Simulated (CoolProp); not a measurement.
Model: reference Helmholtz-energy equation of state, Tillner-Roth 1997, in CoolProp.

Problem. Give the vapour pressure (kPa), liquid density (kg/m³), enthalpy of vaporisation (kJ/kg), liquid cp (kJ/(kg K)) of saturated CH2F2 (R32) at -16.15 °C.

Solution. 
```tsv
T (°C)	p (kPa)	liquid density (kg/m³)	enthalpy of vaporisation (kJ/kg)	liquid cp (kJ/(kg K))
-16.15	468	1110	339	1.67
```
